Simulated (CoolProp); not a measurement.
n-decane at 397.67 K and 0.726 MPa flows at 0.16 m/s in a round tube of 25 mm bore and 0.25 µm roughness, fully developed (64/Re and Nu = 3.66 if laminar; Colebrook and Gnielinski if turbulent). Each further row changes one setting.

The numbers come from the reference Helmholtz-energy equation of state, Lemmon 2006 in CoolProp. It is a short technical equation, of lower accuracy than the large ones.

```
case               Reynolds number  Darcy friction factor  pressure drop (Pa/m)  heat-transfer coefficient (W/(m² K))  mass flow (kg/h)
-----------------  ---------------  ---------------------  --------------------  ------------------------------------  ----------------
as stated                     8720                    [?]                  10.6                                   [?]               183
velocity 0.32 m/s            17400                 0.0268                   [?]                                   [?]               [?]
diameter 50 mm               17400                 0.0268                  4.45                                   [?]               733
```

Question: Fill in the missing entries.

Answer: 
- as stated, Darcy friction factor: 0.0320
- as stated, heat-transfer coefficient (W/(m² K)): 296
- velocity 0.32 m/s, pressure drop (Pa/m): 35.6
- velocity 0.32 m/s, heat-transfer coefficient (W/(m² K)): 561
- velocity 0.32 m/s, mass flow (kg/h): 367
- diameter 50 mm, heat-transfer coefficient (W/(m² K)): 280

Viscosity comes from a separate model (Huber 2004). Thermal conductivity comes from a separate model (Huber 2005).
